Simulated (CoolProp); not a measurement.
Properties of CH2F2 (R32) at several states.

Model: reference Helmholtz-energy equation of state, Tillner-Roth 1997, in CoolProp.

| T (°C) | p (bar) | phase | density (kg/m³) | expansivity (1/kK) | viscosity (µPa s) |
|---|---|---|---|---|---|
| -5.25 | 165 | liquid | 1119 | 2.467 | ___ |
| 110.65 | 2.18 | gas | 3.592 | 2.708 | ___ |
| 99.45 | 174 | supercritical | ___ | 6.193 | ___ |
| 134.05 | 2.62 | gas | 4.068 | 2.551 | ___ |
| -118.95 | 0.654 | liquid | ___ | ___ | ___ |

### Question
Fill in the missing entries.

### Answer

- -5.25, viscosity (µPa s): 195
- 110.65, viscosity (µPa s): 17.1
- 99.45, density (kg/m³): 757.8
- 99.45, viscosity (µPa s): 68.8
- 134.05, viscosity (µPa s): 18.1
- -118.95, density (kg/m³): 1386
- -118.95, expansivity (1/kK): 1.765
- -118.95, viscosity (µPa s): 1090

Viscosity comes from a separate model (Bell 2016), an estimate that may be off by 10 % or more.
